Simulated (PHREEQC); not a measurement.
## Nickel, zinc or cadmium bath: speciation

Consider water at 25 °C with 0.0022 mol ZnCl2 and 0.064 mol MnSO4 per kg of water. Closed to the air; pH follows from the charge balance.

The numbers come from PHREEQC with the ion-association model, wateq4f.dat.

This is a speciation only: nothing precipitates in the calculation.

### Question
Predict the pH, ionic strength.

### Answer
pH 6.21; ionic strength 0.151 mol/kgw.

### Question
In which forms is Cl present?

### Answer
Cl- 95 %, MnCl+ 5.0 % of the Cl.

Complexes and solids missing from the database can't appear.
